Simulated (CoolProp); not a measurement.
The fluid at 297.33 K and 0.184 MPa (gas) is heated at constant pressure to 376.6 K. The same conditions are run with several fluids, on thermodynamics alone (safety and materials aside).

The numbers come from the reference Helmholtz-energy equation of state of each fluid (CF4 (R14): Platzer 1990; CH3F (R41): Lemmon 2006; propane: Lemmon 2009; sulfur hexafluoride: Guder 2009; normal hydrogen: Leachman 2009) in CoolProp. The equations of Platzer and Polt are older, rougher fits.

```tsv
fluid	heat (kJ/kg)	final density (kg/m³)
CF4 (R14)	59.5	5.18
CH3F (R41)	94.4	2.01
propane	148	2.63
sulfur hexafluoride	57.6	8.66
normal hydrogen	1140	0.118
```
